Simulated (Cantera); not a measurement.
Charge: 1 mol B2O3, 10 mol HCl, 0.069 mol O2, equilibrated at 100000 Pa.

These are equilibrium values from Cantera (NASA tables, ideal gas, pure condensed phases), not measurements of a reactor. Candidate condensed phases: B, B2O3, B3O3H3, H2O; 33 gas species. The tables' values for BOCl are old estimates; treat these amounts as uncertain. Gases not in the tables: H3BO3. The numbers say what is thermodynamically allowed, not how fast it happens.

x: gas mole fraction; n: condensed amount in mol.

```csv
T (K),x HCl,x Cl,x HBO2,x H2O,x Cl2,x BOCl,n B2O3(l)
1148,0.972,0.000313,4.49e-5,0.0137,0.0136,2.11e-7,0.999
1198,0.972,0.000538,9.47e-5,0.0137,0.0135,6.82e-7,0.999
1248,0.972,[?],[?],0.0137,0.0133,2.00e-6,0.999
1298,0.972,0.00139,0.000351,0.0136,0.0131,5.41e-6,0.998
1348,0.971,0.00211,0.000623,0.0135,0.0127,1.36e-5,0.996
1398,0.970,0.00309,0.00106,0.0133,0.0122,3.18e-5,0.994
1448,0.969,0.00437,0.00172,0.0130,0.0115,7.04e-5,0.990
1498,0.968,0.00597,0.00268,0.0126,0.0107,0.000148,0.984
1548,0.966,0.00788,0.00403,0.0121,0.00973,0.000299,0.976
1598,0.963,[?],[?],0.0115,[?],0.000580,0.964
1648,0.959,0.0125,0.00821,0.0107,0.00740,0.00109,0.946
1698,0.954,0.0149,0.0112,0.00989,0.00615,0.00197,0.920
1748,0.948,0.0173,0.0149,0.00910,0.00495,0.00345,0.883
```

Question: Fill in the missing entries.

Answer: 
- 1248, x Cl: 0.000884
- 1248, x HBO2: 0.000188
- 1598, x Cl: 0.0101
- 1598, x HBO2: 0.00584
- 1598, x Cl2: 0.00861
